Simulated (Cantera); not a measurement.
Charge: 1 mol Si, a varied amount of HCl, at 9.10 Pa.

Equilibrium computed with Cantera from the NASA thermochemical tables; the gas is ideal and each condensed phase is pure. Candidate condensed phases: Si; 19 gas species. The tables' values for SiCl₃ are old estimates. Kinetics and transport are ignored.

Task: What condenses at these points (T in K, n(HCl) in mol): (1323, 6.9); (1023, 3.1); (1373, 6.9); (1373, 6.9); (1223, 3.1)?

Result: 
```tsv
T (K)	n(HCl) in mol	condensed phases	Si condensed (%)
1323	6.9	gas only	0.0
1023	3.1	Si	21.5
1373	6.9	gas only	0.0
1373	6.9	gas only	0.0
1223	3.1	gas only	0.0
```
